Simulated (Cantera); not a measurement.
A closed system holds: 1 mol CH₃OH, 0.11 mol CO₂, 0.025 mol NH₃, equilibrated at 133 Pa.

Equilibrium computed with Cantera from the NASA thermochemical tables; the gas is ideal and each condensed phase is pure. Candidate condensed phases: C, C₆H₆, C₇H₈, C₈H₁₈, H₂O; 136 gas species. Kinetics and transport are ignored. All values below are at 1450 °C.

Base state: H₂ 0.612, CO 0.346, H₂O 0.0299, CO₂ 0.00482, N₂ 0.00395, H 0.00391, OH 1.05e-5 (mole fractions); condensed: gas only.

What changes in the equilibrium state with this change: CO₂ from 0.11 to 0.023 mol?


```csv
species,before,after
H₂,0.612,0.653
CO,0.346,0.331
H₂O,0.0299,0.00652
CO₂,0.00482,0.000943
OH,1.05e-5,2.21e-6
```
